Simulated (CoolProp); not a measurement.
Propylene at 298.15 K and 0.194 MPa flows at 0.2 m/s in a round tube of 12.7 mm bore and 1.5 µm roughness, fully developed (64/Re and Nu = 3.66 if laminar; Colebrook and Gnielinski if turbulent). Each further row changes one setting.

The numbers come from the reference Helmholtz-energy equation of state, Lemmon 2013 in CoolProp.

| case | Reynolds number | Darcy friction factor | pressure drop (Pa/m) | heat-transfer coefficient (W/(m² K)) | mass flow (kg/h) |
|---|---|---|---|---|---|
| as stated | (withheld) | (withheld) | (withheld) | 4.95 | (withheld) |
| velocity 0.4 m/s | 2010 | 0.0318 | (withheld) | 4.95 | (withheld) |
| diameter 25.4 mm | 2010 | 0.0318 | (withheld) | 2.47 | 1.24 |

Problem. Fill in the missing entries.

Solution. 
- as stated, Reynolds number: 1010
- as stated, Darcy friction factor: 0.0636
- as stated, pressure drop (Pa/m): 0.340
- as stated, mass flow (kg/h): 0.309
- velocity 0.4 m/s, pressure drop (Pa/m): 0.679
- velocity 0.4 m/s, mass flow (kg/h): 0.618
- diameter 25.4 mm, pressure drop (Pa/m): 0.0849

Viscosity comes from a separate model (Huber 2003), an estimate that may be off by 10 % or more. Thermal conductivity comes from a separate model (Huber 2003), an estimate that may be off by 10 % or more.
